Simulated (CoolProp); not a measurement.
CH3F (R41) along the isotherm 227.8 K: Z from the reference equation and from simpler models built on Tc = 317.3 K, pc = 5906 kPa, ω = 0.200; each cubic takes its own stable root.

Values from CoolProp's reference Helmholtz-energy equation of state, Lemmon 2006. It is a short technical equation, of lower accuracy than the large ones.

```csv
p (kPa),phase,reference,van der Waals,Redlich-Kwong,Soave-Redlich-Kwong,Peng-Robinson
46.7,gas,0.9900,0.9949,0.9932,0.9927,0.9923
88.5,gas,0.9810,0.9903,0.9870,0.9860,0.9853
168,gas,0.9633,0.9814,0.9751,0.9732,0.9718
318,gas,…,0.9641,0.9519,0.9482,0.9455
603,liquid,0.01341,0.9296,0.9049,0.01698,0.01499
1140,liquid,0.02532,0.8564,0.03306,0.03204,0.02829
2170,liquid,0.04807,0.09046,0.06262,0.06076,0.05367
4110,liquid,0.09059,0.1688,…,0.1143,0.1011
7790,liquid,…,0.3127,0.2198,0.2142,0.1897
14800,liquid,0.3186,0.5752,0.4081,0.3994,0.3545
```

Problem. Fill in the missing entries.

Solution. 
- 318, reference: 0.9281
- 4110, Redlich-Kwong: 0.1176
- 7790, reference: 0.1702

At some of these states van der Waals, Redlich-Kwong gives the other phase, because its saturation line lies elsewhere.
